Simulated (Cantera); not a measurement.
Cantera with NASA thermochemical tables; ideal gases at 1 bar, condensed phases pure. Values are per mole of reaction as written; species without (g) are pure solids or liquids, kept so even where they would boil at 1 bar.

Nb + O2(g) → NbO2(g), with ΔH° = -200.0 kJ and ΔS° = 31.2 J/K at 300 K.

**Question.** How far is the shortcut ΔG° ≈ ΔH°(300 K) − T·ΔS°(300 K) from the full temperature-dependent value at 773, 973, 1173, 1373, 1573, 1773, 1973, 2173, 2373, 2573, 2773 K?

**Answer.** 
```
T (K)  shortcut (kJ)  full (kJ)  difference (kJ)  difference in log10 K  condensed phases
-----  -------------  ---------  ---------------  ---------------------  ----------------
773           -224.2     -222.1             -2.1                   0.14             Nb(s)
973           -230.4     -226.8             -3.6                   0.19             Nb(s)
1173          -236.7     -231.2             -5.5                   0.24             Nb(s)
1373          -242.9     -235.4             -7.6                   0.29             Nb(s)
1573          -249.2     -239.2             -9.9                   0.33             Nb(s)
1773          -255.4     -242.9            -12.6                   0.37             Nb(s)
1973          -261.7     -246.2            -15.4                   0.41             Nb(s)
2173          -267.9     -249.3            -18.6                   0.45             Nb(s)
2373          -274.2     -252.1            -22.1                   0.49             Nb(s)
2573          -280.4     -254.6            -25.8                   0.52             Nb(s)
2773          -286.7     -256.6            -30.1                   0.57             Nb(l)
```
The shortcut ignores heat capacities and the phase changes listed.
